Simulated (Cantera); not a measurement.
Feed: 1 mol B2H6, 2.4 mol NH3, 1.5 mol H2, at 5300 Pa.

Cantera equilibrium calculation (NASA polynomials, part measured and part estimated; ideal gas, pure solids and liquids). Candidate condensed phases: B, BN; 15 gas species. The feed counts by its element totals alone. The tables' values for BH2 are old estimates; treat these amounts as uncertain. The numbers say what is thermodynamically allowed, not how fast it happens. All values below are at 1848 K.

Base state: H2 0.974, N2 0.0241, H 0.00227, BH2 1.57e-5 (mole fractions); condensed: BN(s).

Problem. What changes in the equilibrium state with this change: NH3 from 2.4 to 0.46 mol?

Solution. 
```
species      before     after
----------  -------  --------
H2            0.974     0.997
H           0.00227   0.00230
N2           0.0241  0.000190
BH2         1.57e-5  0.000181
BN(s), mol     2.00     0.458
B(s), mol         0      1.54
```
Mutual solubility and eutectic melting of coexisting phases are not modelled.
